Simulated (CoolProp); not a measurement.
Properties of R245ca along the isobar 98.4 bar (Tc = 174.4 °C, pc = 39.41 bar, ω = 0.355).

Values from CoolProp's reference Helmholtz-energy equation of state, Zhou 2016.

```csv
T (°C),phase,Z,cv (kJ/(kg K)),expansivity (1/kK)
16.15,liquid,0.3834,0.9910,1.579
30.75,liquid,0.3737,1.007,1.650
45.35,liquid,0.3655,1.024,1.735
59.95,liquid,0.3587,1.042,1.836
74.55,liquid,0.3532,1.061,1.957
89.25,liquid,0.3492,1.080,2.104
103.85,liquid,0.3466,1.099,2.285
118.45,liquid,0.3455,1.118,2.511
133.05,liquid,0.3462,1.137,2.801
147.65,liquid,0.3491,1.156,3.182
162.25,liquid,0.3547,1.175,3.698
176.85,supercritical,0.3640,1.195,4.409
```
